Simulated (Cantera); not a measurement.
A perfectly stirred reactor is fed with CH₄ : C₂H₆ : O₂ : N₂ = 1 : 0.35 : 4.96 : 18.7 (molar parts), equivalence ratio 0.65, at 1700000 Pa; it is adiabatic with a 573 K inlet, and is followed from long to short residence time, starting on the burning branch (τ in s: 0.023, 0.0097, 0.0041, 0.0017, 0.00073, 0.00031, 0.00013, 5.4e-05, 2.3e-05, 9.7e-06, 4.1e-06).

Detailed kinetics in Cantera: GRI-Mech 3.0 (53 species, 325 reactions). The pressure lies above the range GRI-Mech 3.0 was tuned for (to about 10 atm).

Task: What does this change do: CH4 1 to 1.6 parts?

Result: 
```json
[
 {"quantity": "blow-out, bracketed by the residence times tried", "before": "burning at 54.0 µs, out at 23.0 µs", "after": "burning at 23.0 µs, out at 9.70 µs"},
 {"quantity": "x(CH₄) at τ = 23.0 ms", "before": "2.93e-6", "after": "9.74e-7"},
 {"quantity": "x(C₂H₆) at τ = 23.0 ms", "before": "1.82e-7", "after": "2.48e-8"},
 {"quantity": "x(O₂) at τ = 23.0 ms", "before": "0.0687", "after": "0.0200"},
 {"quantity": "x(O) at τ = 23.0 ms", "before": "4.18e-5", "after": "0.000216"},
 {"quantity": "x(HO₂) at τ = 23.0 ms", "before": "2.85e-6", "after": "4.09e-6"},
 {"quantity": "x(CH₄) at τ = 0.310 ms", "before": "9.10e-5", "after": "4.76e-5"},
 {"quantity": "x(C₂H₆) at τ = 0.310 ms", "before": "7.48e-6", "after": "1.63e-6"},
 {"quantity": "x(O₂) at τ = 0.310 ms", "before": "0.0703", "after": "0.0234"},
 {"quantity": "x(O) at τ = 0.310 ms", "before": "0.000199", "after": "0.000417"},
 {"quantity": "x(HO₂) at τ = 0.310 ms", "before": "1.80e-5", "after": "8.21e-6"}
]
```

Task: What does this change do: N2 18.7 to 27 parts?

Result: 
| quantity | before | after |
|---|---|---|
| blow-out, bracketed by the residence times tried | burning at 54.0 µs, out at 23.0 µs | burning at 0.730 ms, out at 0.310 ms |
| x(CH₄) at τ = 23.0 ms | 2.93e-6 | 1.24e-5 |
| x(C₂H₆) at τ = 23.0 ms | 1.82e-7 | 9.87e-7 |
| x(O₂) at τ = 23.0 ms | 0.0687 | 0.0519 |
| x(O) at τ = 23.0 ms | 4.18e-5 | 7.22e-6 |
| x(HO₂) at τ = 23.0 ms | 2.85e-6 | 2.67e-6 |
| x(CH₄) at τ = 0.310 ms | 9.10e-5 | 0.0300 |
| x(C₂H₆) at τ = 0.310 ms | 7.48e-6 | 0.0105 |
| x(O₂) at τ = 0.310 ms | 0.0703 | 0.149 |
| x(O) at τ = 0.310 ms | 0.000199 | <1e-12 |
| x(HO₂) at τ = 0.310 ms | 1.80e-5 | <1e-12 |
